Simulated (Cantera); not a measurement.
Input (Python, Cantera):

```python
import numpy as np
import cantera as ct

gas = ct.Solution("gri30.yaml")
gas.TPX = 2000, 20000, {'NO': 1, 'N2': 0.38}
reactor = ct.IdealGasConstPressureReactor(gas, energy="off", clone=False)
net = ct.ReactorNet([reactor])
net.rtol, net.atol = 1e-08, 1e-18
show = ['NO', 'NO2', 'N2O', 'O', 'N2']
times = np.geomspace(0.0005, 10, 9)

steps = ct.SolutionArray(gas, extra=["t"])
rows = []
print(f"{'t/s':>10s}{'T/K':>9s}{'P/Pa':>11s}" + "".join(f"{s:>11s}" for s in show))
for t in times:
    while net.time < t:
        t_next = net.step()
        steps.append(gas.state, t=t_next)
    rows.append([np.interp(t, steps.t, y) for y in (steps.T, steps.P, *steps(*show).X.T)])
    print(f"{t:10.3e}{rows[-1][0]:9.1f}{rows[-1][1]:11.4g}" + "".join(f"{x:11.3e}" for x in rows[-1][2:]))
rate = np.gradient(steps.T, steps.t)
print("integrator steps:", len(steps.t))
if steps.T.max() > steps.T[0] + 200:
    print(f"time of steepest temperature rise: {steps.t[rate.argmax()]:.4e} s")
gas.TPX = 2000, 20000, {'NO': 1, 'N2': 0.38}
gas.equilibrate("TP")
print(f"equilibrium (TP): T = {gas.T:.1f} K  " + "  ".join(f"{s} {gas[s].X[0]:.3e}" for s in show))
```

It prints:

```
       t/s      T/K       P/Pa         NO        NO2        N2O          O         N2
 5.000e-04   2000.0      2e+04  7.245e-01  1.898e-05  5.398e-05  4.751e-05  2.754e-01
 1.724e-03   2000.0      2e+04  7.241e-01  7.866e-05  1.395e-04  1.322e-04  2.755e-01
 5.946e-03   2000.0      2e+04  7.228e-01  1.189e-04  2.194e-04  1.919e-04  2.761e-01
 2.050e-02   2000.0      2e+04  7.181e-01  1.309e-04  2.240e-04  2.082e-04  2.784e-01
 7.071e-02   2000.0      2e+04  7.019e-01  1.612e-04  2.106e-04  2.490e-04  2.865e-01
 2.438e-01   2000.0      2e+04  6.460e-01  2.272e-04  1.714e-04  3.533e-04  3.144e-01
 8.409e-01   2000.0      2e+04  4.749e-01  2.823e-04  8.601e-05  5.584e-04  3.999e-01
 2.900e+00   2000.0      2e+04  1.688e-01  1.492e-04  1.014e-05  8.000e-04  5.530e-01
 1.000e+01   2000.0      2e+04  2.259e-02  2.247e-05  3.457e-07  8.916e-04  6.261e-01
integrator steps: 989
equilibrium (TP): T = 2000.0 K  NO 8.988e-03  NO2 9.027e-06  N2O 2.025e-07  O 8.995e-04  N2 6.329e-01
```

Model: GRI-Mech 3.0 (53 species, 325 reactions), integrated in Cantera.
